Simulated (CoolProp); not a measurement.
Model: reference Helmholtz-energy equation of state, Lemmon 2006, in CoolProp. It is a short technical equation, of lower accuracy than the large ones.

Question: Give the vapour pressure (MPa), liquid density (kg/m³), vapour Z, liquid viscosity (µPa s) of saturated R141b at 16.95 °C.

Answer: 
```tsv
T (°C)	p (MPa)	liquid density (kg/m³)	vapour Z	liquid viscosity (µPa s)
16.95	0.0577	1250	0.973	447
```

Viscosity comes from a separate model (Huber 2003), an estimate that may be off by 10 % or more.
